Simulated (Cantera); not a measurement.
Cantera with NASA thermochemical tables; ideal gases at 1 bar, condensed phases pure. Values are per mole of reaction as written; species without (g) are pure solids or liquids, kept so even where they would boil at 1 bar.

SrCl₂ + OH(g) = 2 Cl(g) + H(g) + SrO, with ΔH° = 658.1 kJ and ΔS° = 202.1 J/K at 300 K.

Task: How far is the shortcut ΔG° ≈ ΔH°(300 K) − T·ΔS°(300 K) from the full temperature-dependent value at 1898, 1998, 2098, 2198, 2298, 2398, 2498 K?

Result: 
| T (K) | shortcut (kJ) | full (kJ) | difference (kJ) | difference in log10 K | condensed phases |
|---|---|---|---|---|---|
| 1898 | 274.5 | 291.8 | -17.3 | 0.48 | SrCl₂(l), SrO(s) |
| 1998 | 254.3 | 274.4 | -20.1 | 0.53 | SrCl₂(l), SrO(s) |
| 2098 | 234.1 | 257.1 | -23.0 | 0.57 | SrCl₂(l), SrO(s) |
| 2198 | 213.9 | 239.9 | -26.0 | 0.62 | SrCl₂(l), SrO(s) |
| 2298 | 193.7 | 222.7 | -29.1 | 0.66 | SrCl₂(l), SrO(s) |
| 2398 | 173.4 | 205.6 | -32.1 | 0.70 | SrCl₂(l), SrO(s) |
| 2498 | 153.2 | 188.5 | -35.3 | 0.74 | SrCl₂(l), SrO(s) |
The shortcut ignores heat capacities and the phase changes listed.
